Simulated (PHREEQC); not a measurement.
1 kg of water holding 13 mmol/kgw Na2CO3, 56 mmol/kgw NaCl, 95 mmol/kgw NaHCO3 and 32 mmol/kgw Na2SO4 is evaporated at 25 °C; the solids stay in contact with the brine. CO2 from the air is kept out. Solids allowed: Burkeite, Halite, Mirabilite, Nahcolite, Natron, Thenardite, Trona. Others were left out.

The series has 25 steps of water left (kg), from 1 to 0.00868.

All values are PHREEQC results (Pitzer model, pitzer.dat), not measurements.

Task: Which solids form, in which order, and at which step of the series does each first stand?

Result: Nahcolite from water left = 0.09502 kg (pH 8.54); Thenardite from water left = 0.01978 kg (pH 9.44); Trona from water left = 0.01614 kg (pH 9.42); Halite from water left = 0.01067 kg (pH 9.32).

Species that the database lacks are ignored.
